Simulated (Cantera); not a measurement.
Input (Python, Cantera):

```python
import numpy as np
import cantera as ct

gas = ct.Solution("gri30.yaml")
gas.TP = 300, 42000
flame = ct.CounterflowDiffusionFlame(gas, width=0.02)
flame.fuel_inlet.X, flame.fuel_inlet.T = {'CH4': 1, 'N2': 0.26}, 450
flame.oxidizer_inlet.X, flame.oxidizer_inlet.T = {'O2': 0.28, 'N2': 0.72}, 475
flame.set_refine_criteria(ratio=3, slope=0.12, curve=0.24, prune=0.03)
show = ['OH', 'H', 'NO', 'CO', 'C2H2']

rows = []
print(f"{'mdot':>8s}{'a_max':>10s}{'a_mean':>10s}{'Tmax/K':>9s}" + "".join(f"{s:>11s}" for s in show) + "   (peak mole fractions)")
for i, mdot in enumerate([0.1, 0.18, 0.3, 0.5, 0.84, 1.4, 2.4]):  # kg/m2/s on the oxidiser side
    flame.oxidizer_inlet.mdot, flame.fuel_inlet.mdot = mdot, 0.76 * mdot
    flame.solve(loglevel=0, auto=(i == 0))
    if flame.T.max() < max(450, 475) + 100:
        print(f"{mdot:8.3g}  no burning solution found from the previous one")
        break
    dT = np.abs(np.gradient(flame.T, flame.grid))
    rows.append([flame.strain_rate("max"), flame.strain_rate("mean"), flame.T.max(),
                 *(flame.X[gas.species_index(s)].max() for s in show), max(dT[0], dT[-1]) / dT.max()])
    print(f"{mdot:8.3g}{rows[-1][0]:10.1f}{rows[-1][1]:10.1f}{rows[-1][2]:9.1f}" + "".join(f"{x:11.3e}" for x in rows[-1][3:-1]))
```

Result:

```
    mdot     a_max    a_mean   Tmax/K         OH          H         NO         CO       C2H2   (peak mole fractions)
     0.1     191.7      34.4   2229.6  1.478e-02  9.063e-03  3.969e-04  8.810e-02  1.846e-02
    0.18     314.6      62.0   2203.1  1.422e-02  9.525e-03  3.346e-04  8.511e-02  1.750e-02
     0.3     491.5     103.3   2182.6  1.377e-02  9.914e-03  2.801e-04  8.290e-02  1.656e-02
     0.5     774.3     172.1   2158.7  1.317e-02  1.017e-02  2.207e-04  8.111e-02  1.535e-02
    0.84    1236.8     289.2   2126.6  1.230e-02  1.015e-02  1.563e-04  7.978e-02  1.344e-02
     1.4    1967.8     482.0   2081.5  1.097e-02  9.622e-03  9.350e-05  7.911e-02  1.065e-02
     2.4    3189.3     826.2   1987.0  8.235e-03  7.530e-03  3.118e-05  7.812e-02  5.900e-03
```

Detailed kinetics in Cantera: GRI-Mech 3.0 (53 species, 325 reactions). GRI-Mech 3.0 has no aromatics or soot, which form on the fuel side of real flames. The maximum strain rate includes the flame's own expansion and is several times the mean.
